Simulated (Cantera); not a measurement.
Charge: 1 mol SiH2Cl2, 1.7 mol HCl, 120 mol N2, 0.15 mol Cl2, at 752 °C and 37000 Pa.

Cantera equilibrium calculation (NASA polynomials, part measured and part estimated; ideal gas, pure solids and liquids). Candidate condensed phases: NH4Cl, Si, Si3N4; 28 gas species. N2 is the only nitrogen source here; it is nearly inert below about 1500 K, so the nitride shown seldom forms there in practice. Equilibrium is a limit: real reactors are often held back by kinetics, nucleation or transport.

Base state: N2 0.971, HCl 0.0218, H2 0.00412, SiCl4 0.00267 (mole fractions); condensed: Si3N4(s).

What changes in the equilibrium state with this change: HCl from 1.7 to 0.05 mol?


```
species         before    after
-------------  -------  -------
N2               0.971    0.983
HCl             0.0218   0.0131
H2             0.00412  0.00191
SiCl4          0.00267  0.00157
Si3N4(s), mol    0.224    0.270
```

What changes in the equilibrium state with this change: SiH2Cl2 replaced by SiHCl3?


```tsv
species	before	after
N2	0.971	0.974
HCl	0.0218	0.0181
SiCl4	0.00267	0.00564
H2	0.00412	0.00194
Si3N4(s), mol	0.224	0.102
```
